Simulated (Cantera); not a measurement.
Input: 1 mol trisilylamine, 2.6 mol N₂, 0.14 mol H₂, at 2148 K and 1000 Pa.

These are equilibrium values from Cantera (NASA tables, ideal gas, pure condensed phases), not measurements of a reactor. Candidate condensed phases: Si, Si₃N₄; 18 gas species. The feed counts by its element totals alone. The tables' values for SiN are old estimates; treat these amounts as uncertain. Gases not in the tables: Si₂H₆ and higher silanes. Equilibrium is a limit: real reactors are often held back by kinetics, nucleation or transport.

Base state: H₂ 0.560, N₂ 0.385, H 0.0312, Si 0.0220, SiH 0.000808, Si₂ 0.000317, Si₂N 0.000295, SiN 0.000256 (mole fractions); condensed: Si(l).

### Question
What changes in the equilibrium state with this change: temperature from 2148 K to 1025 K?

### Answer
```csv
species,before,after
H₂,0.560,0.808
N₂,0.385,0.192
H,0.0312,3.92e-8
Si,0.0220,<1e-9
SiH,0.000808,<1e-9
Si₂,0.000317,<1e-9
Si₂N,0.000295,<1e-9
SiN,0.000256,<1e-9
"Si(l), mol",2.80,0
"Si₃N₄(s), mol",0,1.00
```
